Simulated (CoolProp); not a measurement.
Vapour-liquid equilibrium of R113 (1) + n-heptane (2) at 0.0165 MPa; x and y are mole fractions of (1).

Values from CoolProp's multi-fluid Helmholtz-energy mixture model, Marx 1992 and Span 2003; pair parameters Bell 2016.

| x | bubble temperature (°C) | y at the bubble point | dew temperature at overall composition x (°C) | liquid density (mol/L) |
|---|---|---|---|---|
| 0.05 | 39.6 | 0.301 | 45.7 | (withheld) |
| 0.2 | 25.3 | 0.695 | 42.2 | 7.043 |
| 0.35 | (withheld) | 0.832 | 38.2 | 7.331 |
| 0.5 | 12.0 | 0.897 | (withheld) | 7.611 |
| 0.65 | (withheld) | 0.936 | 27.4 | 7.896 |
| 0.8 | 5.4 | (withheld) | 19.3 | 8.196 |
| 0.95 | 2.8 | 0.991 | (withheld) | 8.518 |

Task: Fill in the missing entries.

Result: 
- 0.05, liquid density (mol/L): 6.720
- 0.35, bubble temperature (°C): 17.2
- 0.5, dew temperature at overall composition x (°C): 33.4
- 0.65, bubble temperature (°C): 8.3
- 0.8, y at the bubble point: 0.965
- 0.95, dew temperature at overall composition x (°C): 6.9

No azeotrope shows between x = 0.05 and 0.95.

The pair parameters rest on a limited set of measurements; away from them the model extrapolates.
